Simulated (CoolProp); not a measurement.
Vapour-liquid equilibrium of R134a (1) + n-butane (2) at 69.05 °C; x and y are mole fractions of (1).

The numbers come from the multi-fluid Helmholtz-energy mixture model, Tillner-Roth 1994 and Bücker 2006; pair parameters Bell 2016 in CoolProp.

```tsv
x	bubble pressure, mixture model (MPa)	bubble pressure, Raoult's law (MPa)	y, mixture model	y, Raoult's law
0.05	1.040	0.8556	0.231	0.121
0.15	[?]	0.9836	[?]	0.316
0.25	1.640	1.112	0.530	0.466
0.35	1.801	1.240	0.588	0.585
0.45	[?]	1.368	0.633	0.682
0.55	[?]	1.496	[?]	0.762
0.65	2.084	1.624	[?]	0.829
0.75	2.135	1.752	[?]	0.887
0.85	[?]	1.880	0.848	0.937
0.95	2.117	2.008	0.940	0.980
```

Question: Fill in the missing entries.

Answer: 
- 0.15, bubble pressure, mixture model (MPa): 1.404
- 0.15, y, mixture model: 0.436
- 0.45, bubble pressure, mixture model (MPa): 1.919
- 0.55, bubble pressure, mixture model (MPa): 2.011
- 0.55, y, mixture model: 0.676
- 0.65, y, mixture model: 0.723
- 0.75, y, mixture model: 0.778
- 0.85, bubble pressure, mixture model (MPa): 2.151

The largest gap from Raoult's law is +47.5 % in bubble pressure, at x = 0.25. y crosses x between x = 0.75 and 0.85: the model has an azeotrope there.

The pair parameters rest on a limited set of measurements; away from them the model extrapolates.
